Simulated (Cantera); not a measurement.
What does this Cantera script print?

```python
import numpy as np
import cantera as ct

gas_names = [...]  # 110 gases of nasa_gas.yaml made of C, H, O
cond_names = """
    C(gr) C6H6(L) C7H8(L) C8H18(L),n-octa H2O(s) H2O(L)
""".split()


# ... load() reads the species with a 1 bar reference pressure and builds the phases ...
atoms = {
    'C3H6': {'C': 3, 'H': 6},
    'O2': {'O': 2},
    'H2': {'H': 2},
}
top_T = {'C(gr)': 4500}  # K; cautious upper limits of use, not melting points


# ... equilibrate(T, P, feed) seeds the gas with the atoms and calls Mixture.equilibrate('TP', solver="vcs", rtol=1e-11, max_steps=5000) ...
results = []
feed = {'C3H6': 1, 'O2': 0.56, 'H2': 14}  # mol
P = 850000  # Pa
for T in [950, 1050, 1150, 1250, 1350, 1450, 1550, 1650, 1750, 1850, 1950, 2050]:
    mix = equilibrate(T, P, feed)
    results.append((T, P, feed, dict(zip(mix.species_names, mix.species_moles))))
    x = sorted(zip(gas.X, gas.species_names), reverse=True)
    print(f"T = {T:g} K  P = {P:g} Pa  gas = {mix.phase_moles(0):.4g} mol")
    print("   x: " + "  ".join(f"{s} {v:.3e}" for v, s in x if v > 0.001))
    print("   condensed (mol): " + ("  ".join(f"{mix.phase(i).name} {mix.phase_moles(i):.4g}"
          for i in range(1, mix.n_phases) if mix.phase_moles(i) > 1e-12) or "none"))
```

Result:

```
T = 950 K  P = 850000 Pa  gas = 14.13 mol
   x: H2 7.135e-01  CH4 2.079e-01  H2O 7.414e-02  CO 3.752e-03
   condensed (mol): none
T = 1050 K  P = 850000 Pa  gas = 14.81 mol
   x: H2 7.511e-01  CH4 1.751e-01  H2O 4.637e-02  CO 2.553e-02  CO2 1.857e-03
   condensed (mol): none
T = 1150 K  P = 850000 Pa  gas = 15.82 mol
   x: H2 8.021e-01  CH4 1.280e-01  CO 5.227e-02  H2O 1.671e-02
   condensed (mol): C(gr) 0.1339
T = 1250 K  P = 850000 Pa  gas = 16.83 mol
   x: H2 8.640e-01  CH4 6.976e-02  CO 5.940e-02  H2O 6.569e-03
   condensed (mol): C(gr) 0.8209
T = 1350 K  P = 850000 Pa  gas = 17.39 mol
   x: H2 8.963e-01  CO 6.154e-02  CH4 3.936e-02  H2O 2.687e-03
   condensed (mol): C(gr) 1.243
T = 1450 K  P = 850000 Pa  gas = 17.68 mol
   x: H2 9.133e-01  CO 6.206e-02  CH4 2.341e-02  H2O 1.202e-03
   condensed (mol): C(gr) 1.487
T = 1550 K  P = 850000 Pa  gas = 17.85 mol
   x: H2 9.225e-01  CO 6.214e-02  CH4 1.471e-02
   condensed (mol): C(gr) 1.627
T = 1650 K  P = 850000 Pa  gas = 17.94 mol
   x: H2 9.277e-01  CO 6.210e-02  CH4 9.722e-03
   condensed (mol): C(gr) 1.709
T = 1750 K  P = 850000 Pa  gas = 18 mol
   x: H2 9.308e-01  CO 6.205e-02  CH4 6.725e-03
   condensed (mol): C(gr) 1.757
T = 1850 K  P = 850000 Pa  gas = 18.03 mol
   x: H2 9.326e-01  CO 6.200e-02  CH4 4.839e-03
   condensed (mol): C(gr) 1.784
T = 1950 K  P = 850000 Pa  gas = 18.06 mol
   x: H2 9.334e-01  CO 6.196e-02  CH4 3.603e-03
   condensed (mol): C(gr) 1.796
T = 2050 K  P = 850000 Pa  gas = 18.07 mol
   x: H2 9.334e-01  CO 6.192e-02  CH4 2.762e-03
   condensed (mol): C(gr) 1.793
```

Equilibrium computed with Cantera from the NASA thermochemical tables; the gas is ideal and each condensed phase is pure.
